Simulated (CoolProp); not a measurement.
Vapour-liquid equilibrium of ethanol (1) + cyclohexane (2) at 6.72 bar; x and y are mole fractions of (1).

Model: multi-fluid Helmholtz-energy mixture model, Schroeder 2014 and Zhou 2014; pair parameters Bell 2016, in CoolProp.

### Question
Give the bubble temperature and the first vapour's composition at x = 0.05, 0.35, 0.8. Is there an azeotrope?

### Answer
x = 0.05: 422.5 K, y = 0.201; x = 0.35: 404.7 K, y = 0.536; x = 0.8: 403.8 K, y = 0.734. y crosses x between x = 0.5 and 0.65: the model has an azeotrope there.

The pair parameters rest on a limited set of measurements; away from them the model extrapolates.
